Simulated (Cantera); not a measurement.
Input: 1 mol S, 0.98 mol O2, 13 mol H2, at 3200 °C and 82.5 Torr.

These are equilibrium values from Cantera (NASA tables, ideal gas, pure condensed phases), not measurements of a reactor. Candidate condensed phases: H2O, H2SO4, S; 19 gas species. Rates play no part.

Base state: H 0.705, H2 0.177, O 0.0447, S 0.0333, OH 0.0193, H2O 0.0107, SO 0.00595, SH 0.00256 (mole fractions); condensed: gas only.

**Question.** What changes in the equilibrium state with this change: S replaced by CO2?

**Answer.** 
| species | before | after |
|---|---|---|
| H | 0.705 | 0.677 |
| H2 | 0.177 | 0.164 |
| O | 0.0447 | 0.0707 |
| CO | 0 | 0.0405 |
| S | 0.0333 | 0 |
| OH | 0.0193 | 0.0293 |
| H2O | 0.0107 | 0.0156 |
| SO | 0.00595 | 0 |
| SH | 0.00256 | 0 |
| CO2 | 0 | 0.000468 |
| SO2 | 0.000196 | 0 |
| S2 | 0.000174 | 0 |
Further candidate phases: C, C6H6, C7H8, C8H18.

**Question.** What changes in the equilibrium state with this change: H2 from 13 to 2 mol?

**Answer.** 
| species | before | after |
|---|---|---|
| H | 0.705 | 0.478 |
| O | 0.0447 | 0.173 |
| S | 0.0333 | 0.0985 |
| H2 | 0.177 | 0.0814 |
| O2 | 0.00104 | 0.0156 |
| SO | 0.00595 | 0.0682 |
| OH | 0.0193 | 0.0506 |
| H2O | 0.0107 | 0.0190 |
| SO2 | 0.000196 | 0.00870 |
| S2O | 4.83e-7 | 1.64e-5 |
| S2 | 0.000174 | 0.00152 |
